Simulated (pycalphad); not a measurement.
All values are pycalphad results on the COST 507 light-alloy database (1999) (1 atm), not direct measurements. These are 1990s assessments: newer ones move some temperatures and phases. Phase fractions are per mole of atoms.

Question: Give the equilibrium state of Al-0.43C (at.%) at 1600 K.

Answer: liquid, fraction 0.991, with 0.04 C at.%; AL4C3, fraction 0.009, with 42.9 C at.%.

Question: Give the equilibrium state of Al-0.43C (at.%) at 900 K.

Answer: fcc, fraction 0.990, with <0.01 C at.%; AL4C3, fraction 0.010, with 42.9 C at.%.

Database names, with the compositions (at.%) that they take in these runs: AL4C3: Al 57 C 43.
